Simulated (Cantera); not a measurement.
## Transport properties of process gases

Gas mixture: O2 = 0.52 (molar parts), at 0.900 Torr, frozen composition.

Cantera's kinetic-theory transport with the Lennard-Jones parameters of GRI-Mech 3.0, ideal gas; thermal conductivity in the mixture-averaged form.

```
T (K)  ρ (kg/m³)  cp (J/kg/K)  μ (µPa s)  λ (mW/m/K)     Pr  D (cm²/s) H2  D (cm²/s) CH4  D (cm²/s) N2
-----  ---------  -----------  ---------  ----------  -----  ------------  -------------  ------------
400      0.00115        941.4       25.6        33.9  0.713          1110            318           292
600     0.000770         1003       34.1        48.2  0.709          2200            642           583
800     0.000577         1055       41.4        61.4  0.710          3550           1050           947
1000    0.000462         1090       47.9        73.6  0.710          5130           1520          1380
1200    0.000385         1114       54.0        84.9  0.708          6950           2060          1860
1400    0.000330         1134       59.7        95.7  0.707          8970           2670          2410
1600    0.000289         1151       65.1         106  0.707         11200           3330          3010
1800    0.000257         1167       70.2         116  0.707         13600           4050          3650
2000    0.000231         1181       75.2         126  0.707         16200           4820          4350
```
D: mixture-averaged diffusion coefficient of that species in the mixture.
